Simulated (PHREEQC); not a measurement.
Solution (6.3 °C): 0.042 mol FeSO4, 0.44 mol ZnCl2, 0.0008 mol H2SO4 and 0.11 mol NaCl per kg of water. Closed to the air; pH follows from the charge balance.

Equilibrium calculation in PHREEQC: ion-association model, phreeqc.dat.

Each row changes one thing in this solution. No solid was allowed to form.

```
case                                    pH  ionic strength (mol/kgw)  Cl- (mol/kgw)  Zn+2 (mol/kgw)  ZnCl+ (mol/kgw)  Fe+2 (mol/kgw)  SI of Melanterite (FeSO4:7H2O)  SI of Halite (NaCl)
------------------------------------  ----  ------------------------  -------------  --------------  ---------------  --------------  ------------------------------  -------------------
as made                               2.99                      1.30          0.834           0.334           0.0514          0.0347                           -2.37                -2.93
H2SO4 from 0.0008 to 0.00016 mol/kgw  3.68                      1.30          0.834           0.334           0.0514          0.0348                           -2.38                -2.93
temperature from 6.3 to 30 °C         3.03                      1.13          0.706           0.260           0.0995          0.0346                           -2.69                -3.04
diluted 5-fold with water             3.63                     0.290          0.192          0.0788          0.00455         0.00756                           -3.19                -4.22
temperature from 6.3 to 35 °C         3.04                      1.10          0.680           0.244            0.111          0.0345                           -2.75                -3.07
0.0064 mol/kgw CdCl2 added            2.99                      1.30          0.835           0.334           0.0514          0.0347                           -2.38                -2.93
0.14 mol/kgw LiCl added               2.99                      1.41          0.935           0.322           0.0544          0.0345                           -2.40                -2.88
```

The ionic strength passes 0.7 mol/kgw, the rough limit of the ion-association models, in as made; H2SO4 from 0.0008 to 0.00016 mol/kgw; temperature from 6.3 to 30 °C; temperature from 6.3 to 35 °C; 0.0064 mol/kgw CdCl2 added; 0.14 mol/kgw LiCl added. Constants without temperature data keep their 25 °C values here.
